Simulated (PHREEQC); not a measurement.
Dissolve 16 mmol/kgw ZnCl2 at 20 °C. Closed to the air; pH follows from the charge balance.

Computed with PHREEQC (ion-association model, wateq4f.dat).

**Question.** The ionic strength comes out as 0.0469 mol/kgw. What activity coefficients do Zn+2, ZnOH+, Cl-, ZnCl+, H+ get?

**Answer.** Zn+2 0.49, ZnOH+ 0.83, Cl- 0.82, ZnCl+ 0.82, H+ 0.86.

No solid was allowed to form.
